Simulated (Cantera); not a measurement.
## Moist CO burnout

An isothermal, constant-pressure homogeneous reactor starts with CO : O₂ : H₂O : N₂ = 0.0046 : 0.0045 : 0.16 : 1 (molar parts), equivalence ratio 0.51, at 1375 K and 0.582 atm.

Model: GRI-Mech 3.0 (53 species, 325 reactions), integrated in Cantera.

```
t (s)        x CO     x O₂  x H₂O       x H      x NO     x CO₂      x OH
--------  -------  -------  -----  --------  --------  --------  --------
9.00e-6   0.00393  0.00385  0.137  2.00e-12    <1e-12  4.65e-11  6.56e-11
7.46e-5   0.00393  0.00385  0.137  8.88e-11    <1e-12  5.76e-10  8.95e-10
0.000618  0.00393  0.00385  0.137   2.07e-9    <1e-12   3.05e-8   1.65e-8
0.00512   0.00372  0.00381  0.137   9.68e-6  4.18e-12  0.000218   5.58e-5
0.0424    1.22e-5  0.00195  0.137   7.08e-6   6.05e-8   0.00393  0.000107
0.352     4.44e-7  0.00188  0.137   6.02e-8   6.49e-8   0.00394   2.22e-5
2.91      7.71e-8  0.00188  0.137   5.23e-9   6.53e-8   0.00394   9.96e-6
24.1      7.53e-8  0.00188  0.137   5.05e-9   6.62e-8   0.00394   9.85e-6
200       7.53e-8  0.00188  0.137   5.05e-9   7.43e-8   0.00394   9.85e-6
```
x: mole fraction; the columns are a selection and need not sum to one.

Equilibrium at this temperature and pressure: CO 7.59e-8, O₂ 0.00185, H₂O 0.137, H 5.07e-9, NO 6.18e-5, CO₂ 0.00394, OH 9.81e-6 (gas phase only).
